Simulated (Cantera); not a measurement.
An isothermal, constant-pressure homogeneous reactor starts with NH₃ : N₂ = 1 : 0.76 (molar parts), at 1850 K and 0.0263 atm.

Model: the gas-phase N/H chemistry of the illustrative SiF4/NH3 mechanism in the Surface Chemkin manual (1991), integrated in Cantera. Walls and surfaces, which speed up NH3 decomposition in real reactors, are not modelled.

x: mole fraction; the columns are a selection and need not sum to one.

```
t (s)     x NH₃    x N₂H₂   x N₂       x N      x H₂       x H    x N₂H₄
--------  -----  --------  -----  --------  --------  --------  --------
4.00e-5   0.568  4.19e-12  0.432    <1e-12   9.85e-7   1.08e-7    <1e-12
9.49e-5   0.568  5.15e-11  0.432    <1e-12   2.48e-6   1.08e-7    <1e-12
0.000225  0.568  5.09e-10  0.432    <1e-12   6.04e-6   1.08e-7  6.33e-12
0.000533  0.568   4.01e-9  0.432  2.57e-12   1.45e-5   1.09e-7  3.77e-11
0.00126   0.568   2.76e-8  0.432  4.19e-11   3.50e-5   1.13e-7  2.16e-10
0.00300   0.568   1.82e-7  0.432  3.59e-10   8.97e-5   1.40e-7   1.21e-9
0.00711   0.568   1.07e-6  0.432   1.70e-9  0.000307   3.18e-7   6.27e-9
0.0169    0.566   3.45e-6  0.432   8.51e-9   0.00158   1.19e-6   1.88e-8
0.0400    0.561   4.15e-6  0.432       [?]       [?]       [?]       [?]
0.0949    0.550   4.04e-6  0.432       [?]       [?]       [?]       [?]
0.225     0.523   3.75e-6  0.434   1.58e-7    0.0424   1.82e-5   1.64e-8
0.533     0.468   3.15e-6  0.436   2.80e-7    0.0957   3.96e-5   1.26e-8
1.27      0.365   2.18e-6  0.440   3.84e-7     0.194   8.26e-5   8.33e-9
3.00      0.221   1.08e-6  0.447   4.33e-7     0.332  0.000161   3.96e-9
```

**Question.** Fill in the missing entries.

**Answer.** 
- 0.0400, x N: 2.69e-8
- 0.0400, x H₂: 0.00617
- 0.0400, x H: 3.36e-6
- 0.0400, x N₂H₄: 2.16e-8
- 0.0949, x N: 6.99e-8
- 0.0949, x H₂: 0.0172
- 0.0949, x H: 8.04e-6
- 0.0949, x N₂H₄: 1.95e-8
